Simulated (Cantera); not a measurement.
Input (Python, Cantera) and output of one run.

```python
import numpy as np
import cantera as ct

gas_names = [...]  # 114 gases of nasa_gas.yaml made of C, Fe, H, O
cond_names = """
    C(gr) C6H6(L) C7H8(L) C8H18(L),n-octa Fe(a) Fe(c) Fe(d) Fe(L) FeC5O5(L) FeO(s) FeO(L) Fe(OH)2(s)
    Fe(OH)3(s) Fe2O3(s) Fe3O4(s) H2O(s) H2O(L)
""".split()


# ... load() reads the species with a 1 bar reference pressure and builds the phases ...
atoms = {
    'Fe(CO)5': {'Fe': 1, 'C': 5, 'O': 5},
    'H2': {'H': 2},
}
top_T = {'C(gr)': 4500, 'Fe2O3(s)': 1830, 'Fe3O4(s)': 1870}  # K; cautious upper limits of use, not melting points


# ... equilibrate(T, P, feed) seeds the gas with the atoms and calls Mixture.equilibrate('TP', solver="gibbs", rtol=1e-10, max_steps=50000) ...
results = []
feed = {'Fe(CO)5': 1, 'H2': 53}  # mol
P = 37  # Pa
for T in [700, 800, 900, 1000, 1100, 1200, 1300, 1400, 1500]:
    mix = equilibrate(T, P, feed)
    results.append((T, P, feed, dict(zip(mix.species_names, mix.species_moles))))

top = {s: max(r[3][s] / sum(r[3][g] for g in gas_names) for r in results) for s in gas_names}
cols = sorted((s for s in top if top[s] > 1e-05), key=lambda s: -top[s])[:5]
seen = [c for c in cond_names if any(r[3].get(c, 0) > 1e-12 for r in results)]
print("log10 of partial pressures in bar; condensed amounts in mol")
print(f"{'T/K':>10s}" + "".join(f"{s[:9]:>10s}" for s in cols + seen))
for T, P, feed, n in results:
    ng = sum(n[g] for g in gas_names)
    print(f"{T:10.4g}" + "".join(f"{np.log10(max(n[s] / ng * P / 1e5, 1e-99)):10.3f}" for s in cols)
          + "".join(f"{n.get(c, 0):10.4g}" for c in seen))
```

Result:

```
log10 of partial pressures in bar; condensed amounts in mol
       T/K        H2        CO       H2O       CO2       CH4     C(gr)     Fe(a)     Fe(c)
       700    -3.470    -4.616    -5.454    -5.626    -6.010    0.7554         1         0
       800    -3.471    -4.502    -6.604    -7.009    -6.814   0.03029         1         0
       900    -3.471    -4.497    -7.558    -8.222    -7.473         0         1         0
      1000    -3.471    -4.496    -8.194    -9.062    -8.139         0         1         0
      1100    -3.471    -4.496    -8.720    -9.751    -8.682         0         1         0
      1200    -3.471    -4.496    -9.159   -10.322    -9.137         0         0         1
      1300    -3.471    -4.496    -9.510   -10.781    -9.544         0         0    0.9998
      1400    -3.471    -4.496    -9.738   -11.100    -9.965         0         0    0.9976
      1500    -3.472    -4.497    -9.853   -11.291   -10.413         0         0    0.9765
```

Method: chemical equilibrium by Gibbs-energy minimisation in Cantera with the NASA 1993 tables (ideal gas, pure condensed phases). Condensed phases not in the tables: cementite and carbon dissolved in iron.
